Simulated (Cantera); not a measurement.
Charge: 1 mol SiH₂Cl₂, 0.11 mol NH₃, 9.4 mol N₂, at 550 °C and 12.0 Pa.

These are equilibrium values from Cantera (NASA tables, ideal gas, pure condensed phases), not measurements of a reactor. Candidate condensed phases: NH₄Cl, Si, Si₃N₄; 28 gas species. Kinetics and transport are ignored.

Base state: N₂ 0.813, HCl 0.139, H₂ 0.0373, SiCl₄ 0.0111 (mole fractions); condensed: Si₃N₄(s).

Problem. What changes in the equilibrium state with this change: temperature from 550 °C to 1452 °C?

Solution. 
```
species         before    after
-------------  -------  -------
N₂               0.813    0.803
H₂              0.0373   0.0776
SiCl₂          2.76e-8   0.0641
HCl              0.139   0.0380
SiCl₄           0.0111  1.36e-7
Si               <1e-9  0.00846
H                <1e-9  0.00472
Cl               <1e-9  0.00179
SiCl             <1e-9  0.00174
Si₃N₄(s), mol    0.293        0
Si(l), mol           0    0.120
```
The tables' values for SiCl, SiCl₃, SiN are old estimates; treat these amounts as uncertain.
